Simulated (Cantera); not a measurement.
An adiabatic, constant-pressure homogeneous reactor starts with C3H8 : O2 : N2 = 1 : 3.85 : 14.5 (molar parts), at 1425 K and 7500 Torr. Integrator tolerance rtol = 1e-08.

Model: GRI-Mech 3.0 (53 species, 325 reactions), integrated in Cantera. GRI-Mech 3.0 was tuned for natural gas; its chemistry of propane as a main component is partial and can be far from experiment.

Q: What does this change do: constant volume in place of constant pressure?

A: 
| quantity | before | after |
|---|---|---|
| time of steepest temperature rise | 50.4 µs | 45.3 µs |
| temperature at 3.00 s | 2899 K | 3167 K |
| equilibrium temperature | 2899 K | 3167 K |
| x(C3H8) at 3.00 s | <1e-12 (gas-phase equilibrium <1e-12) | <1e-12 (gas-phase equilibrium <1e-12) |
| x(O2) at 3.00 s | 0.00208 (gas-phase equilibrium 0.00208) | 0.00374 (gas-phase equilibrium 0.00374) |
| x(CH2) at 3.00 s | 1.91e-12 (gas-phase equilibrium 2.04e-12) | 1.52e-11 (gas-phase equilibrium 1.61e-11) |
| x(H2) at 3.00 s | 0.0317 (gas-phase equilibrium 0.0317) | 0.0340 (gas-phase equilibrium 0.0340) |
| x(CH4) at 3.00 s | 1.41e-12 (gas-phase equilibrium 1.67e-12) | 6.15e-12 (gas-phase equilibrium 7.32e-12) |
| x(OH) at 3.00 s | 0.00903 (gas-phase equilibrium 0.00903) | 0.0142 (gas-phase equilibrium 0.0142) |
| x(CH2O) at 3.00 s | 1.08e-8 (gas-phase equilibrium 1.08e-8) | 3.15e-8 (gas-phase equilibrium 3.15e-8) |
Above 3000 K some thermodynamic fits are extrapolated.

Q: What does this change do: pressure from 7500 Torr to 760 Torr?

A: 
```csv
quantity,before,after
time of steepest temperature rise,50.4 µs,0.180 ms
temperature at 3.00 s,2899 K,2756 K
equilibrium temperature,2899 K,2756 K
x(C3H8) at 3.00 s,<1e-12 (gas-phase equilibrium <1e-12),<1e-12 (gas-phase equilibrium <1e-12)
x(O2) at 3.00 s,0.00208 (gas-phase equilibrium 0.00208),0.00490 (gas-phase equilibrium 0.00490)
x(CH2) at 3.00 s,1.91e-12 (gas-phase equilibrium 2.04e-12),<1e-12 (gas-phase equilibrium <1e-12)
x(H2) at 3.00 s,0.0317 (gas-phase equilibrium 0.0317),0.0350 (gas-phase equilibrium 0.0350)
x(CH4) at 3.00 s,1.41e-12 (gas-phase equilibrium 1.67e-12),<1e-12 (gas-phase equilibrium <1e-12)
x(OH) at 3.00 s,0.00903 (gas-phase equilibrium 0.00903),0.0135 (gas-phase equilibrium 0.0135)
x(CH2O) at 3.00 s,1.08e-8 (gas-phase equilibrium 1.08e-8),1.25e-9 (gas-phase equilibrium 1.25e-9)
```

Q: What does this change do: pressure from 7500 Torr to 13500 Torr?

A: 
```
quantity                                                              before                                      after
---------------------------------  -----------------------------------------  -----------------------------------------
time of steepest temperature rise                                    50.4 µs                                    36.0 µs
temperature at 3.00 s                                                 2899 K                                     2929 K
equilibrium temperature                                               2899 K                                     2929 K
x(C3H8) at 3.00 s                      <1e-12 (gas-phase equilibrium <1e-12)      <1e-12 (gas-phase equilibrium <1e-12)
x(O2) at 3.00 s                      0.00208 (gas-phase equilibrium 0.00208)    0.00155 (gas-phase equilibrium 0.00155)
x(CH2) at 3.00 s                   1.91e-12 (gas-phase equilibrium 2.04e-12)  3.55e-12 (gas-phase equilibrium 3.79e-12)
x(H2) at 3.00 s                        0.0317 (gas-phase equilibrium 0.0317)      0.0310 (gas-phase equilibrium 0.0310)
x(CH4) at 3.00 s                   1.41e-12 (gas-phase equilibrium 1.67e-12)  3.87e-12 (gas-phase equilibrium 4.52e-12)
x(OH) at 3.00 s                      0.00903 (gas-phase equilibrium 0.00903)    0.00782 (gas-phase equilibrium 0.00782)
x(CH2O) at 3.00 s                    1.08e-8 (gas-phase equilibrium 1.08e-8)    1.88e-8 (gas-phase equilibrium 1.88e-8)
```
The pressure lies above the range GRI-Mech 3.0 was tuned for (to about 10 atm).
